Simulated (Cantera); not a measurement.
Mixture: CH4 : CO : O2 : N2 : CO2 = 1 : 0.16 : 1.39 : 5.21 : 2 (molar parts), equivalence ratio 1.5, at 345 Torr, adiabatic and at constant volume. Ignition delay is the time to a rise of 400 K.

Model: GRI-Mech 3.0 (53 species, 325 reactions), integrated in Cantera.

Question: What does this change do: pressure from 345 Torr to 405 Torr?

Answer: 
```
quantity                                                before       after
--------------------------------------------------  ----------  ----------
delay at 1200 K                                        0.171 s     0.152 s
delay at 1300 K                                        39.9 ms     35.6 ms
delay at 1400 K                                        10.7 ms     9.59 ms
delay at 1500 K                                        3.38 ms     3.01 ms
delay at 1600 K                                        1.27 ms     1.12 ms
delay at 1700 K                                       0.565 ms    0.493 ms
delay at 1800 K                                       0.285 ms    0.247 ms
apparent activation energy between 1600 and 1800 K  180 kJ/mol  180 kJ/mol
```

Question: What does this change do: 0.046 parts H2 added?

Answer: 
```csv
quantity,before,after
delay at 1200 K,0.171 s,98.6 ms
delay at 1300 K,39.9 ms,26.3 ms
delay at 1400 K,10.7 ms,7.80 ms
delay at 1500 K,3.38 ms,2.68 ms
delay at 1600 K,1.27 ms,1.08 ms
delay at 1700 K,0.565 ms,0.505 ms
delay at 1800 K,0.285 ms,0.263 ms
apparent activation energy between 1600 and 1800 K,180 kJ/mol,170 kJ/mol
```
